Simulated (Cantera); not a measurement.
**Equilibrium for aluminium nitride and oxide growth: Al(CH₃)₃ + N₂O + H₂ + O₂**

Feed: 1 mol Al(CH₃)₃, 1.1 mol N₂O, a varied amount of H₂, 7 mol O₂, equilibrated at 1575 K and 0.430 bar.

Method: chemical equilibrium by Gibbs-energy minimisation in Cantera with the NASA 1993 tables (ideal gas, pure condensed phases). Candidate condensed phases: Al, AlN, Al₂O₃, C, C₆H₆, C₇H₈, C₈H₁₈, H₂O; 148 gas species. The feed counts by its element totals alone. Gases not in the tables: Al(OH)₃. Rates play no part.

From 38 mol H₂ to 390 mol H₂ the condensed part is Al₂O₃(s).

| n(H₂) (mol) | x H₂ | x H₂O | x CO | x N₂ | x CO₂ | n Al₂O₃(s) |
|---|---|---|---|---|---|---|
| 38 | 0.691 | 0.221 | 0.0580 | 0.0236 | 0.00639 | 0.500 |
| 77 | 0.830 | 0.122 | 0.0334 | 0.0128 | 0.00169 | 0.500 |
| 120 | 0.886 | 0.0817 | 0.0226 | 0.00855 | 0.000718 | 0.500 |
| 160 | 0.913 | 0.0625 | 0.0174 | 0.00652 | 0.000410 | 0.500 |
| 190 | 0.926 | 0.0531 | 0.0148 | 0.00554 | 0.000293 | 0.500 |
| 230 | 0.939 | 0.0442 | 0.0124 | 0.00461 | 0.000201 | 0.500 |
| 270 | 0.947 | 0.0379 | 0.0106 | 0.00395 | 0.000146 | 0.500 |
| 310 | 0.954 | 0.0332 | 0.00930 | 0.00345 | 0.000111 | 0.500 |
| 350 | 0.959 | 0.0295 | 0.00828 | 0.00307 | 8.77e-5 | 0.500 |
| 390 | 0.963 | 0.0265 | 0.00746 | 0.00276 | 7.08e-5 | 0.500 |
x: gas mole fraction; n: condensed amount in mol.
